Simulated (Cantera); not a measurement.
Feed: 1 mol C2H6, 0.021 mol O2, equilibrated at 1 atm.

These are equilibrium values from Cantera (NASA tables, ideal gas, pure condensed phases), not measurements of a reactor. Candidate condensed phases: C, C6H6, C7H8, C8H18, H2O; 110 gas species. Kinetics and transport are ignored.

What share of the C ends up in condensed phases as a function of T (°C), at 452, 527, 602, 677, 752, 827, 902, 977, 1052?


| T (°C) | C condensed (%) | as |
|---|---|---|
| 452 | 42.0 | C(graphite) |
| 527 | 55.2 | C(graphite) |
| 602 | 70.1 | C(graphite) |
| 677 | 82.0 | C(graphite) |
| 752 | 89.3 | C(graphite) |
| 827 | 93.2 | C(graphite) |
| 902 | 95.3 | C(graphite) |
| 977 | 96.3 | C(graphite) |
| 1052 | 96.9 | C(graphite) |
